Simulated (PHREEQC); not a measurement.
Polishing slurry liquid

A solution holds 8.4 mmol/kgw H2SO4 and 8.8 mmol/kgw KNO3, at 25 °C. Closed to the air; pH follows from the charge balance.

All values are PHREEQC results (ion-association model, wateq4f.dat), not measurements.

Each row changes one thing in this solution. No solid was allowed to form.

```
case                                            pH  ionic strength (mol/kgw)  SO4-2 (mol/kgw)  HSO4- (mol/kgw)
--------------------------------------------  ----  ------------------------  ---------------  ---------------
as made                                       1.93                    0.0268          0.00478          0.00346
temperature from 25 to 60 °C                  1.98                    0.0238          0.00329          0.00493
0.00028 mol/kgw Ca(OH)2 added                 1.95                    0.0270                ?          0.00336
H2SO4 replaced by CuSO4 at the same molality  4.93                    0.0335          0.00609                ?
temperature from 25 to 10 °C                  1.91                    0.0278                ?          0.00295
KNO3 replaced by KF at the same molality         ?                    0.0213          0.00592          0.00227
KNO3 left out                                 1.93                    0.0179          0.00473          0.00367
0.0018 mol/kgw HNO3 added                     1.88                    0.0282          0.00458          0.00367
```

What belongs in the gaps?


- 0.00028 mol/kgw Ca(OH)2 added, SO4-2 (mol/kgw): 0.00482
- H2SO4 replaced by CuSO4 at the same molality, HSO4- (mol/kgw): 4.28e-6
- temperature from 25 to 10 °C, SO4-2 (mol/kgw): 0.00531
- KNO3 replaced by KF at the same molality, pH: 2.22

Some of these states are supersaturated (in Antlerite, Brochantite, for instance). Constants without temperature data keep their 25 °C values here.
